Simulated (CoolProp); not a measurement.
Saturation properties of sulfur dioxide.

The numbers come from the reference Helmholtz-energy equation of state, Gao 2016 in CoolProp.

```tsv
T (°C)	p (bar)	enthalpy of vaporisation (kJ/kg)	liquid cp (kJ/(kg K))	surface tension (mN/m)
35.75	5.539	345.0	1.410	19.6
40.35	6.369	340.0	1.420	18.7
44.95	7.291	334.8	1.430	17.8
49.55	8.309	329.5	1.441	16.9
54.15	9.432	324.0	1.454	16.1
58.75	10.67	318.3	1.467	15.2
63.25	11.99	312.6	1.482	14.3
67.85	13.46	306.5	1.500	13.5
72.45	15.06	300.3	1.519	12.6
77.05	16.80	293.8	1.540	11.7
81.65	18.69	287.0	1.565	10.9
86.25	20.72	279.9	1.592	10.0
```

It boils at -10.0 °C under 1 atm.

Surface tension comes from a separate correlation (Mulero 2012).
